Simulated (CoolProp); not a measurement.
Properties of n-dodecane along the isobar 0.354 MPa (Tc = 658.1 K, pc = 1.818 MPa, ω = 0.574).

Model: reference Helmholtz-energy equation of state, Lemmon 2004, in CoolProp. It is a short technical equation, of lower accuracy than the large ones.

| T (K) | phase | isothermal compressibility (1/MPa) | conductivity (mW/(m K)) |
|---|---|---|---|
| 524.7 | liquid | 0.007471 | 88.5 |
| 532.7 | liquid | 0.008385 | 86.9 |
| 540.6 | liquid | 0.009468 | 85.4 |
| 548.5 | liquid | 0.01078 | 83.9 |
| 556.5 | gas | 3.481 | 33.4 |
| 564.4 | gas | 3.423 | 34.1 |
| 572.4 | gas | 3.373 | ___ |
| 580.3 | gas | ___ | 35.5 |
| 588.2 | gas | 3.292 | 36.3 |
| 596.2 | gas | 3.258 | 37.0 |
| 604.1 | gas | 3.228 | 37.8 |
| 612.1 | gas | 3.201 | 38.6 |
| 620 | gas | ___ | 39.3 |

Complete the blanks.


- 572.4, conductivity (mW/(m K)): 34.8
- 580.3, isothermal compressibility (1/MPa): 3.330
- 620, isothermal compressibility (1/MPa): 3.177

Thermal conductivity comes from a separate model (Huber 2004).
